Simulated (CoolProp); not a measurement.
Model: reference Helmholtz-energy equation of state, Zhou 2011, in CoolProp.

Task: Give the vapour pressure (kPa), enthalpy of vaporisation (kJ/kg), vapour Z of saturated dimethyl carbonate at 295.5, 373.1 K.

Result: 
```json
[
 {"T (K)": "295.5", "p (kPa)": "6.33", "enthalpy of vaporisation (kJ/kg)": "421", "vapour Z": "0.996"},
 {"T (K)": "373.1", "p (kPa)": "137", "enthalpy of vaporisation (kJ/kg)": "369", "vapour Z": "0.964"}
]
```
